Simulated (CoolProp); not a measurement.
Vapour-liquid equilibrium of isohexane (1) + benzene (2) at 0.0398 MPa; x and y are mole fractions of (1).

The numbers come from the multi-fluid Helmholtz-energy mixture model, Lemmon 2006 and Thol 2012; pair parameters Bell 2016 in CoolProp.

### Question
Give the bubble temperature and the first vapour's composition at x = 0.35, 0.55, 0.85. Is there an azeotrope?

### Answer
x = 0.35: 313.2 K, y = 0.556; x = 0.55: 310.5 K, y = 0.691; x = 0.85: 307.8 K, y = 0.889. No azeotrope shows between x = 0.05 and 0.95.

The pair parameters rest on a limited set of measurements; away from them the model extrapolates.
